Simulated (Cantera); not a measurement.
Feed: 1 mol FeCl3, a varied amount of H2O, 320 mol N2, equilibrated at 1800 °C and 6.70e-6 bar.

Cantera equilibrium calculation (NASA polynomials, part measured and part estimated; ideal gas, pure solids and liquids). Candidate condensed phases: Fe, FeCl2, FeCl3, FeO, Fe(OH)2, Fe(OH)3, Fe2O3, Fe3O4, H2O, NH4Cl; 37 gas species. The numbers say what is thermodynamically allowed, not how fast it happens.

Question: At 0.27 mol H2O, list the 6 most abundant gas species with their mole fractions, and the condensed phases.

Answer: N2 0.985, Cl 0.00922, Fe 0.00308, H 0.00164, O 0.000783, NO 4.00e-5. Condensed: gas only.
